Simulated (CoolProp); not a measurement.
Vapour-liquid equilibrium of sulfur dioxide (1) + toluene (2) at 0.208 bar; x and y are mole fractions of (1).

Values from CoolProp's multi-fluid Helmholtz-energy mixture model, Gao 2016 and Lemmon 2006; pair parameters Bell 2016.

Give the bubble temperature and the first vapour's composition at x = 0.35, 0.65, 0.8. Is there an azeotrope?

x = 0.35: 251.6 K, y = 0.994; x = 0.65: 239.2 K, y = 0.999; x = 0.8: 236.0 K, y = 0.999. No azeotrope shows between x = 0.05 and 0.95.

The pair parameters rest on a limited set of measurements; away from them the model extrapolates. The gap from Raoult's law changes sign with composition, which may be real or a fault of the pair parameters; it wasn't checked against measurements.
